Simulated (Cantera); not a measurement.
# Calcination and drying: CaCO3 + H2

Feed: 1 mol CaCO3, 0.49 mol H2, at 10.0 Torr.

These are equilibrium values from Cantera (NASA tables, ideal gas, pure condensed phases), not measurements of a reactor. Candidate condensed phases: C, C6H6, C7H8, C8H18, Ca, CaCO3, CaO, Ca(OH)2, H2O; 115 gas species. Equilibrium is a limit: real reactors are often held back by kinetics, nucleation or transport.

```json
[
 {"T (K)": "748", "x H2": "0.926", "x CO2": "0.00381", "x CO": "0.0134", "x H2O": "0.0422", "x CH4": "0.0144", "x H": "2.40e-12", "x OH": "<1e-12", "n CaCO3(calcite)": "0.984", "n CaO(s)": "0.0155"},
 {"T (K)": "898", "x H2": "0.218", "x CO2": "0.396", "x CO": "0.193", "x H2O": "0.193", "x CH4": "1.50e-6", "x H": "4.43e-10", "x OH": "<1e-12", "n CaCO3(calcite)": "0.298", "n CaO(s)": "0.702"},
 {"T (K)": "1048", "x H2": "0.117", "x CO2": "0.459", "x CO": "0.212", "x H2O": "0.212", "x CH4": "3.07e-9", "x H": "2.28e-8", "x OH": "1.31e-10", "n CaCO3(calcite)": "0", "n CaO(s)": "1.00"},
 {"T (K)": "1198", "x H2": "0.0933", "x CO2": "0.436", "x CO": "0.236", "x H2O": "0.236", "x CH4": "6.14e-11", "x H": "5.03e-7", "x OH": "1.00e-8", "n CaCO3(calcite)": "0", "n CaO(s)": "1.00"},
 {"T (K)": "1348", "x H2": "0.0772", "x CO2": "0.419", "x CO": "0.252", "x H2O": "0.252", "x CH4": "2.78e-12", "x H": "5.57e-6", "x OH": "2.92e-7", "n CaCO3(calcite)": "0", "n CaO(s)": "1.00"},
 {"T (K)": "1498", "x H2": "0.0658", "x CO2": "0.408", "x CO": "0.263", "x H2O": "0.263", "x CH4": "<1e-12", "x H": "3.82e-5", "x OH": "4.33e-6", "n CaCO3(calcite)": "0", "n CaO(s)": "1.00"},
 {"T (K)": "1648", "x H2": "0.0575", "x CO2": "0.400", "x CO": "0.271", "x H2O": "0.271", "x CH4": "<1e-12", "x H": "0.000185", "x OH": "3.92e-5", "n CaCO3(calcite)": "0", "n CaO(s)": "1.000"},
 {"T (K)": "1798", "x H2": "0.0512", "x CO2": "0.394", "x CO": "0.277", "x H2O": "0.277", "x CH4": "<1e-12", "x H": "0.000690", "x OH": "0.000245", "n CaCO3(calcite)": "0", "n CaO(s)": "1.000"},
 {"T (K)": "1948", "x H2": "0.0463", "x CO2": "0.388", "x CO": "0.282", "x H2O": "0.280", "x CH4": "<1e-12", "x H": "0.00211", "x OH": "0.00115", "n CaCO3(calcite)": "0", "n CaO(s)": "1.000"}
]
```
x: gas mole fraction; n: condensed amount in mol.

From 748 K to 898 K the condensed part is CaCO3(calcite) + CaO(s). From 1048 K to 1948 K the condensed part is CaO(s).
